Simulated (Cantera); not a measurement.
Feed: 1 mol B2H6, 0.32 mol H2O, 1.2 mol N2, at 1475 °C and 30.0 Pa.

Equilibrium computed with Cantera from the NASA thermochemical tables; the gas is ideal and each condensed phase is pure. Candidate condensed phases: B, BN, B2O3, B3O3H3, H2O; 39 gas species. The feed counts by its element totals alone. The tables' values for BH2 are old estimates; treat these amounts as uncertain. Kinetics and transport are ignored.

Base state: H2 0.825, N2 0.0924, HBO 0.0463, BO 0.0127, H 0.0120, B2O2 0.0109, B2O3 0.000355, HBO2 0.000194 (mole fractions); condensed: BN(s).

Problem. What changes in the equilibrium state with this change: temperature from 1475 °C to 1600 °C?

Solution. 
```csv
species,before,after
H2,0.825,0.801
N2,0.0924,0.0910
HBO,0.0463,0.0399
H,0.0120,0.0334
BO,0.0127,0.0274
B2O2,0.0109,0.00661
B,8.70e-7,3.51e-5
B2O3,0.000355,2.70e-5
B2O,2.13e-5,0.000215
"BN(s), mol",1.68,1.68
```

Problem. What changes in the equilibrium state with this change: temperature from 1475 °C to 1325 °C?

Solution. 
```json
[
 {"species": "H2", "before": "0.825", "after": "0.845"},
 {"species": "N2", "before": "0.0924", "after": "0.0907"},
 {"species": "HBO", "before": "0.0463", "after": "0.0402"},
 {"species": "BO", "before": "0.0127", "after": "0.00306"},
 {"species": "H", "before": "0.0120", "after": "0.00283"},
 {"species": "B2O2", "before": "0.0109", "after": "0.0111"},
 {"species": "B2O", "before": "2.13e-5", "after": "5.87e-7"},
 {"species": "BH2", "before": "1.76e-5", "after": "1.04e-6"},
 {"species": "B2O3", "before": "0.000355", "after": "0.00471"},
 {"species": "HBO2", "before": "0.000194", "after": "0.00201"},
 {"species": "H2O", "before": "7.07e-6", "after": "4.09e-5"},
 {"species": "BN(s), mol", "before": "1.68", "after": "1.71"}
]
```

Problem. What changes in the equilibrium state with this change: temperature from 1475 °C to 1675 °C?

Solution. 
```
species       before     after
----------  --------  --------
H2             0.825     0.700
N2            0.0924     0.177
H             0.0120    0.0546
B2O2          0.0109   0.00359
BO            0.0127    0.0347
HBO           0.0463    0.0292
B            8.70e-7  0.000183
B2O3        0.000355   5.67e-6
HBO2        0.000194   6.54e-6
BN(s), mol      1.68     0.819
B(s), mol          0     0.858
```
Mutual solubility and eutectic melting of coexisting phases are not modelled.
